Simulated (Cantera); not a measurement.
Charge: 1 mol Pb, 0.65 mol CO, 0.77 mol N2, equilibrated at 100 Torr.

Method: chemical equilibrium by Gibbs-energy minimisation in Cantera with the NASA 1993 tables (ideal gas, pure condensed phases). Candidate condensed phases: C, Pb, PbO, PbO2, Pb3O4; 27 gas species. Rates play no part.

x: gas mole fraction; n: condensed amount in mol.

```
T (K)   x N2    x CO     x CO2        x Pb     x Pb2  n C(graphite)  n Pb(l)
-----  -----  ------  --------  ----------  --------  -------------  -------
725    0.690  0.0376     0.272  (withheld)    <1e-12          0.304     1.00
775    0.672  0.0887     0.239  (withheld)    <1e-12          0.274     1.00
825    0.642   0.175     0.183  (withheld)    <1e-12          0.220    1.000
875    0.604   0.282     0.114  (withheld)  1.86e-12          0.145    1.000
925    0.572   0.372    0.0555  (withheld)  1.87e-11         0.0747    1.000
975    0.555   0.422    0.0229  (withheld)  1.48e-10         0.0317    1.000
1025   0.547   0.444   0.00903  (withheld)  9.46e-10         0.0127    1.000
1075   0.544   0.452   0.00370  (withheld)   5.07e-9        0.00524    0.999
1125   0.542   0.455   0.00161  (withheld)   2.33e-8        0.00229    0.998
1175   0.541   0.455  0.000748  (withheld)   9.38e-8        0.00106    0.995
1225   0.539   0.454  0.000368  (withheld)   3.35e-7       0.000526    0.990
```

### Question
Complete the blanks.

### Answer

- 725, x Pb: 2.53e-8
- 775, x Pb: 1.87e-7
- 825, x Pb: 1.08e-6
- 875, x Pb: 5.06e-6
- 925, x Pb: 2.00e-5
- 975, x Pb: 6.88e-5
- 1025, x Pb: 0.000209
- 1075, x Pb: 0.000570
- 1125, x Pb: 0.00142
- 1175, x Pb: 0.00327
- 1225, x Pb: 0.00701
